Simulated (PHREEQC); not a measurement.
0.15 g of hydrous ferric oxide (600 m²/g; 0.2 weak and 0.005 strong sites per Fe, Dzombak-Morel constants, diffuse double layer) in 1 kg of water with 0.001 mol/kgw of an inert sodium salt and 2.4e-05 mol Na2HAsO4, at 25 °C; the pH is set by adding NaOH or the inert anion's acid. Oxygen alone is held at its pressure in air (log pO2 = -0.68). The system is closed to CO2. Precipitation was switched off in this run.

The series has 17 steps of pH, from 4 to 12.

Model: ion-association model, wateq4f.dat, run in PHREEQC.

Near which pH is half of the As sorbed, and on which side is more sorbed?

Near pH 9.6, with more sorbed at lower pH.

At which pH does the surface charge pass through zero?

Near pH 7.8.

Complexes and solids missing from the database can't appear.
